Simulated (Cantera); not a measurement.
Input: 1 mol PbO, 0.34 mol H2, at 1627 °C and 2100 Pa.

Method: chemical equilibrium by Gibbs-energy minimisation in Cantera with the NASA 1993 tables (ideal gas, pure condensed phases). Candidate condensed phases: H2O, Pb, PbO, PbO2, Pb3O4; 12 gas species. Gases not in the tables: (PbO)n polymers. Kinetics and transport are ignored.

Base state: Pb 0.370, PbO 0.325, H2O 0.234, O2 0.0660, OH 0.00368, H2 0.000817, O 0.000529, H 0.000157 (mole fractions); condensed: gas only.

What changes in the equilibrium state with this change: temperature from 1627 °C to 1950 °C?


```csv
species,before,after
Pb,0.370,0.471
H2O,0.234,0.203
PbO,0.325,0.171
O2,0.0660,0.121
OH,0.00368,0.0178
H,0.000157,0.00322
O,0.000529,0.00752
H2,0.000817,0.00528
```
